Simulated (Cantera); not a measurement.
Cantera run, input and output.

```python
import numpy as np
import cantera as ct

gas = ct.Solution("gri30.yaml")
gas.TPX = 1098, 80000, {'CO': 1, 'H2': 1.5, 'CH4': 0.13, 'O2': 1.37, 'N2': 5.16, 'H2O': 0.94}
reactor = ct.IdealGasConstPressureReactor(gas, energy="on", clone=False)
net = ct.ReactorNet([reactor])
net.rtol, net.atol = 1e-08, 1e-16
show = ['CO', 'H2', 'CH4', 'H2O2', 'H', 'CO2']
times = np.geomspace(1e-06, 3, 15)

steps = ct.SolutionArray(gas, extra=["t"])
rows = []
print(f"{'t/s':>10s}{'T/K':>9s}{'P/Pa':>11s}" + "".join(f"{s:>11s}" for s in show))
for t in times:
    while net.time < t:
        t_next = net.step()
        steps.append(gas.state, t=t_next)
    rows.append([np.interp(t, steps.t, y) for y in (steps.T, steps.P, *steps(*show).X.T)])
    print(f"{t:10.3e}{rows[-1][0]:9.1f}{rows[-1][1]:11.4g}" + "".join(f"{x:11.3e}" for x in rows[-1][2:]))
rate = np.gradient(steps.T, steps.t)
print("integrator steps:", len(steps.t))
if steps.T.max() > steps.T[0] + 200:
    print(f"time of steepest temperature rise: {steps.t[rate.argmax()]:.4e} s")
gas.TPX = 1098, 80000, {'CO': 1, 'H2': 1.5, 'CH4': 0.13, 'O2': 1.37, 'N2': 5.16, 'H2O': 0.94}
gas.equilibrate("HP")
print(f"equilibrium (HP): T = {gas.T:.1f} K  " + "  ".join(f"{s} {gas[s].X[0]:.3e}" for s in show))
```

It prints:

```
       t/s      T/K       P/Pa         CO         H2        CH4       H2O2          H        CO2
 1.000e-06   1098.0      8e+04  9.901e-02  1.485e-01  1.287e-02  2.212e-14  1.495e-10  9.166e-11
 2.902e-06   1098.0      8e+04  9.901e-02  1.485e-01  1.287e-02  1.991e-13  5.232e-10  2.794e-10
 8.420e-06   1098.0      8e+04  9.901e-02  1.485e-01  1.287e-02  2.070e-12  1.950e-09  9.328e-10
 2.443e-05   1098.0      8e+04  9.901e-02  1.485e-01  1.287e-02  3.123e-11  9.531e-09  4.243e-09
 7.089e-05   1098.0      8e+04  9.901e-02  1.485e-01  1.287e-02  1.322e-09  1.827e-07  7.302e-08
 2.057e-04   1119.8      8e+04  9.897e-02  1.454e-01  1.236e-02  6.491e-06  5.819e-04  3.201e-04
 5.969e-04   2465.9      8e+04  4.628e-02  2.525e-02  1.407e-15  1.907e-07  8.736e-03  7.519e-02
 1.732e-03   2564.6      8e+04  4.192e-02  2.133e-02  2.155e-15  2.106e-07  5.489e-03  8.056e-02
 5.026e-03   2562.5      8e+04  4.202e-02  2.144e-02  2.239e-15  2.058e-07  5.424e-03  8.047e-02
 1.458e-02   2558.2      8e+04  4.224e-02  2.165e-02  2.358e-15  1.980e-07  5.353e-03  8.025e-02
 4.232e-02   2556.7      8e+04  4.233e-02  2.173e-02  2.402e-15  1.952e-07  5.327e-03  8.016e-02
 1.228e-01   2556.7      8e+04  4.233e-02  2.173e-02  2.403e-15  1.952e-07  5.327e-03  8.016e-02
 3.563e-01   2556.7      8e+04  4.233e-02  2.173e-02  2.403e-15  1.952e-07  5.327e-03  8.016e-02
 1.034e+00   2556.7      8e+04  4.233e-02  2.173e-02  2.403e-15  1.952e-07  5.327e-03  8.016e-02
 3.000e+00   2556.7      8e+04  4.233e-02  2.173e-02  2.403e-15  1.952e-07  5.327e-03  8.016e-02
integrator steps: 1612
time of steepest temperature rise: 2.5334e-04 s
equilibrium (HP): T = 2556.7 K  CO 4.233e-02  H2 2.173e-02  CH4 3.049e-15  H2O2 1.952e-07  H 5.327e-03  CO2 8.016e-02
```

Cantera simulation using GRI-Mech 3.0 (53 species, 325 reactions); the numbers are that mechanism's predictions, not measurements.
